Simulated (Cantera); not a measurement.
An isothermal, constant-pressure homogeneous reactor starts with 1.02 % C2H4, 99.0 % H2, at 1625 K and 0.675 Torr.

Detailed kinetics in Cantera: GRI-Mech 3.0 (53 species, 325 reactions). GRI-Mech 3.0 was tuned for natural gas; its chemistry of ethylene as a main component is partial and can be far from experiment. GRI-Mech 3.0 stops at C3 and has no aromatics, soot or wall deposition, so with more carbon than oxygen in the feed, carbon stays in small species such as C2H2 where larger ones or solid carbon would form. Radical loss at walls, strong at low pressure, is not modelled.

Q: Predict: x(C2H4) at 5.00 s; x(H2) at 5.00 s; x(H) at 5.00 s; x(CH4) at 5.00 s; x(C2H) at 5.00 s.

A: 
```json
{
 "x(C2H4) at 5.00 s": "2.41e-5 (gas-phase equilibrium 7.97e-7)",
 "x(H2) at 5.00 s": "0.990 (gas-phase equilibrium 0.988)",
 "x(H) at 5.00 s": "5.13e-5 (gas-phase equilibrium 0.00235)",
 "x(CH4) at 5.00 s": "2.69e-7 (gas-phase equilibrium 2.17e-5)",
 "x(C2H) at 5.00 s": "2.00e-9 (gas-phase equilibrium 9.21e-8)"
}
```
